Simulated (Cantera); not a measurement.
# Thermodynamics of sublimation and decomposition of ceramics, feed Si₃N₄ + Si + H₂

Feed: 1 mol Si₃N₄, 0.0074 mol Si, 1.8 mol H₂, held at 4.40 bar.

These are equilibrium values from Cantera (NASA tables, ideal gas, pure condensed phases), not measurements of a reactor. Candidate condensed phases: Si, Si₃N₄; 18 gas species. Mutual solubility and eutectic melting of coexisting phases are not modelled. The tables' values for SiN are old estimates; treat these amounts as uncertain. Gases not in the tables: Si₂H₆ and higher silanes. Equilibrium is a limit: real reactors are often held back by kinetics, nucleation or transport.

```tsv
T (°C)	log p H₂	log p N₂	log p H	log p Si	log p SiH	log p SiH₂	log p SiN	log p Si₂N	n Si(s)	n Si₃N₄(s)	n Si(l)
1325	0.64	-3.54	-3.95	-7.03	-6.37	-4.67	-8.86	-8.64	0.00756	1.000	0
1425	0.64	-2.82	-3.52	-6.18	-5.67	-4.21	-7.81	-7.55	0	1.000	0.00829
1525	0.64	-2.07	-3.13	-5.51	-5.13	-3.89	-6.90	-6.69	0	0.998	0.0126
1625	0.64	-1.40	-2.79	-4.91	-4.65	-3.60	-6.08	-5.92	0	0.992	0.0321
1725	0.63	-0.80	-2.48	-4.37	-4.22	-3.35	-5.35	-5.23	0	0.966	0.109
1825	0.58	-0.25	-2.22	-3.88	-3.86	-3.16	-4.69	-4.61	0	0.869	0.400
1925	0.42	0.24	-2.04	-3.44	-3.58	-3.11	-4.09	-4.05	0	0.413	1.77
2025	0.32	0.36	-1.86	-3.04	-3.31	-3.02	-3.71	-3.70	0	0	3.00
2125	0.31	0.36	-1.65	-2.67	-3.02	-2.84	-3.41	-3.44	0	0	3.00
2225	0.31	0.36	-1.45	-2.33	-2.75	-2.68	-3.14	-3.20	0	0	3.00
2325	0.31	0.36	-1.27	-2.02	-2.50	-2.53	-2.90	-2.98	0	0	2.99
```
log p: log10 of the partial pressure in bar; n: condensed amount in mol.

At 1325 °C the condensed part is Si(s) + Si₃N₄(s). From 1425 °C to 1925 °C the condensed part is Si(l) + Si₃N₄(s). From 2025 °C to 2325 °C the condensed part is Si(l). The main Si-bearing gas is SiH₄ at 1325 °C and Si at 2325 °C.
